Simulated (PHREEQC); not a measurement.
Make-up at 25 °C: 0.11 mol FeSO4, 0.035 mol MgSO4 and 0.0015 mol HCl per kg of water. Closed to the air; pH follows from the charge balance.

Computed with PHREEQC (ion-association model, wateq4f.dat).

| quantity | before | after |
|---|---|---|
| pH | 3.46 | 3.65 |
| Fe+2 (mol/kgw) | 0.0580 | 0.0530 |
| FeSO4 (mol/kgw) | 0.0518 | 0.0568 |
| HSO4- (mol/kgw) | 0.000884 | 0.00107 |
| SI of Melanterite (FeSO4:7H2O) | -1.31 | -1.25 |

Problem. Name the change that produced these shifts.
A. diluted 100-fold with water
B. HCl left out
C. MgSO4 left out
D. MgSO4 from 0.035 to 0.35 mol/kgw

Solution. D, MgSO4 from 0.035 to 0.35 mol/kgw

This is a speciation only: nothing precipitates in the calculation. The ionic strength passes 0.7 mol/kgw, the rough limit of the ion-association models, in after.
